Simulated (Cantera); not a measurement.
# Silicon epitaxy and polysilicon growth: SiHCl3 + HCl + H2 + Cl2

A closed system holds: 1 mol SiHCl3, 0.89 mol HCl, 24 mol H2, 0.23 mol Cl2, held at 1500 Pa.

Cantera equilibrium calculation (NASA polynomials, part measured and part estimated; ideal gas, pure solids and liquids). Candidate condensed phases: Si; 19 gas species. The tables' values for SiCl3 are old estimates; treat these amounts as uncertain. Equilibrium is a limit: real reactors are often held back by kinetics, nucleation or transport.

```
T (K)  log p H2  log p HCl  log p SiCl4  log p SiCl2  log p SiHCl3  n Si(s)
-----  --------  ---------  -----------  -----------  ------------  -------
825       -1.85      -3.62        -3.27        -7.65         -4.41        0
875       -1.85      -3.58        -3.29        -6.66         -4.22        0
925       -1.85      -3.53        -3.32        -5.81         -4.08        0
975       -1.85      -3.47        -3.35        -5.10         -3.97        0
1025      -1.85      -3.35        -3.40        -4.60         -3.96   0.0241
1075      -1.86      -3.21        -3.47        -4.27         -4.03   0.0781
1125      -1.86      -3.09        -3.58        -3.98         -4.12    0.126
1175      -1.87      -2.99        -3.74        -3.75         -4.25    0.157
1225      -1.87      -2.92        -3.97        -3.59         -4.43    0.168
1275      -1.88      -2.88        -4.27        -3.47         -4.66    0.164
1325      -1.88      -2.86        -4.61        -3.41         -4.92    0.152
1375      -1.88      -2.85        -4.98        -3.37         -5.20    0.138
```
log p: log10 of the partial pressure in bar; n: condensed amount in mol.

From 825 K to 975 K nothing is condensed. From 1025 K to 1375 K the condensed part is Si(s). The main Si-bearing gas is SiCl4 at 825 K and SiCl2 at 1375 K.
